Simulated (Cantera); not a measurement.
A perfectly stirred reactor is fed with C3H8 : O2 : N2 = 1 : 3.33 : 12.5 (molar parts), equivalence ratio 1.5, at 500000 Pa; it is adiabatic with a 323 K inlet, and is followed from long to short residence time, starting on the burning branch (τ in s: 0.34, 0.11, 0.036, 0.012, 0.0038, 0.0012, 0.0004, 0.00013, 4.2e-05).

Model: GRI-Mech 3.0 (53 species, 325 reactions), integrated in Cantera. GRI-Mech 3.0 was tuned for natural gas; its chemistry of propane as a main component is partial and can be far from experiment.

### Question
Predict: blow-out, bracketed by the residence times tried; x(C3H8) at τ = 0.340 s; x(O2) at τ = 0.340 s; x(CO) at τ = 0.340 s; x(N2O) at τ = 0.340 s; x(O) at τ = 0.340 s; x(C3H8) at τ = 3.80 ms; x(O2) at τ = 3.80 ms; x(CO) at τ = 3.80 ms; x(N2O) at τ = 3.80 ms; x(O) at τ = 3.80 ms.

### Answer
```json
{
 "blow_out_bracketed_by_the_residence_times_tried": "burning at 0.400 ms, out at 0.130 ms",
 "x(C3H8) at τ = 0.340 s": "1.17e-7",
 "x(O2) at τ = 0.340 s": "3.18e-5",
 "x(CO) at τ = 0.340 s": "0.104",
 "x(N2O) at τ = 0.340 s": "2.67e-9",
 "x(O) at τ = 0.340 s": "1.41e-7",
 "x(C3H8) at τ = 3.80 ms": "8.17e-6",
 "x(O2) at τ = 3.80 ms": "0.00141",
 "x(CO) at τ = 3.80 ms": "0.0923",
 "x(N2O) at τ = 3.80 ms": "1.80e-8",
 "x(O) at τ = 3.80 ms": "2.34e-6"
}
```
